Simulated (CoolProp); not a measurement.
A single-stage vapour-compression cycle with the fluid: evaporating at 321.15 K (dew point), condensing at 356.15 K (bubble point), superheat 8 K, subcooling 0 K, compressor efficiency 0.85, no pressure losses. The same conditions are run with several fluids, on thermodynamics alone (safety and materials aside).

The numbers come from the reference Helmholtz-energy equation of state of each fluid (chloromethane (R40): Thol 2014; isobutene: Lemmon 2005; R21: Platzer 1990; R123: Younglove 1994; isobutane: Bücker 2006; R22: Kamei 1995) in CoolProp. The equations of Platzer and Polt are older, rougher fits.

```tsv
fluid	cooling COP	pressure ratio	discharge temperature (K)	refrigerating effect (kJ/kg)	volumetric capacity (kJ/m³)
chloromethane (R40)	6.44	?	391.6	291	6710
isobutene	6.29	2.25	362.8	254	3440
R21	6.79	2.45	379.5	183	2790
R123	6.70	2.64	362.3	?	1540
isobutane	6.04	?	360.3	?	3550
R22	5.12	2.09	379.8	109	8360
```

Task: Fill in the missing entries.

Result: 
- chloromethane (R40), pressure ratio: 2.18
- R123, refrigerating effect (kJ/kg): 130
- isobutane, pressure ratio: 2.19
- isobutane, refrigerating effect (kJ/kg): 221
